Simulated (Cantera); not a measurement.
An adiabatic, constant-volume homogeneous reactor starts with CH4 : H2 : O2 : N2 : H2O = 1 : 0.1 : 6.41 : 24.1 : 5.4 (molar parts), equivalence ratio 0.32, at 1425 K and 7500 Torr. Integrator tolerance rtol = 1e-08.

Model: GRI-Mech 3.0 (53 species, 325 reactions), integrated in Cantera.

What does this change do: pressure from 7500 Torr to 8250 Torr?


```
quantity                                                              before                                    after
---------------------------------  -----------------------------------------  ---------------------------------------
time of steepest temperature rise                                   0.193 ms                                 0.179 ms
temperature at 0.800 s                                                2116 K                                   2117 K
equilibrium temperature                                               2116 K                                   2117 K
x(CH4) at 0.800 s                      <1e-12 (gas-phase equilibrium <1e-12)    <1e-12 (gas-phase equilibrium <1e-12)
x(H2) at 0.800 s                   0.000103 (gas-phase equilibrium 0.000103)  9.87e-5 (gas-phase equilibrium 9.87e-5)
x(O2) at 0.800 s                         0.114 (gas-phase equilibrium 0.114)      0.114 (gas-phase equilibrium 0.114)
x(OH) at 0.800 s                     0.00218 (gas-phase equilibrium 0.00218)  0.00213 (gas-phase equilibrium 0.00213)
x(CH3) at 0.800 s                      <1e-12 (gas-phase equilibrium <1e-12)    <1e-12 (gas-phase equilibrium <1e-12)
x(H2O) at 0.800 s                        0.202 (gas-phase equilibrium 0.202)      0.202 (gas-phase equilibrium 0.202)
```
